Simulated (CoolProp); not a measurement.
Vapour-liquid equilibrium of propylene (1) + R115 (2) at 0.568 MPa; x and y are mole fractions of (1).

Computed with CoolProp (multi-fluid Helmholtz-energy mixture model, Lemmon 2013 and Lemmon 2016; pair parameters Bell 2016).

Task: Give the bubble temperature and the first vapour's composition at x = 0.2, 0.8, 0.95. Is there an azeotrope?

Result: x = 0.2: 274.5 K, y = 0.321; x = 0.8: 269.2 K, y = 0.769; x = 0.95: 270.9 K, y = 0.921. y crosses x between x = 0.65 and 0.8: the model has an azeotrope there.

Pair parameters are fitted to limited data, so mixtures are less certain than the pure fluids.
